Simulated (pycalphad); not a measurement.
Source of the numbers: pycalphad with the COST 507 light-alloy database (1999); pressure 1 atm. These are 1990s assessments: newer ones move some temperatures and phases. Phase fractions are per mole of atoms. Diffusion is slow at the low end, where real alloys seldom reach equilibrium.

Q: Give the equilibrium state of Si-11.38Cu (at.%) at 227 °C.

A: diamond (Si), fraction 0.850, with no Cu at.%; CU19SI6_ETA, fraction 0.150, with 76.0 Cu at.%.

Q: Give the equilibrium state of Si-11.38Cu (at.%) at 1052 °C.

A: diamond (Si), fraction 0.780, with no Cu at.%; liquid, fraction 0.220, with 51.7 Cu at.%.

Database names, with the compositions (at.%) that they take in these runs: CU19SI6_ETA: Cu 76 Si 24. An entry "none" or "no" means that the model of the phase leaves that element out.
